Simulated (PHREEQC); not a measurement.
Dissolve 54 mmol/kgw K2CO3, 0.39 mmol/kgw H4SiO4 and 57 mmol/kgw KH2PO4 at 25 °C. Closed to the air; pH follows from the charge balance.

The numbers come from PHREEQC with the ion-association model, phreeqc.dat.

```tsv
quantity	before	after
pH	8.04	8.41
ionic strength (mol/kgw)	0.211	0.220
H3SiO4- (mol/kgw)	8.96e-6	2.09e-5
H2SiO4-2 (mol/kgw)	1.55e-10	8.75e-10
SI of Chalcedony (SiO2)	+0.16	+0.14
```

**Question.** Which change was made?
A. 0.0032 mol/kgw Na2CO3 added
B. 0.0037 mol/kgw KOH added
C. H4SiO4 from 0.00039 to 7.8e-05 mol/kgw
D. K2CO3 from 0.054 to 0.0486 mol/kgw
E. temperature from 25 to 90 °C

**Answer.** A, 0.0032 mol/kgw Na2CO3 added

This is a speciation only: nothing precipitates in the calculation. Some of these states are supersaturated (in Quartz (slow to form), Chalcedony (slow to form), for instance).
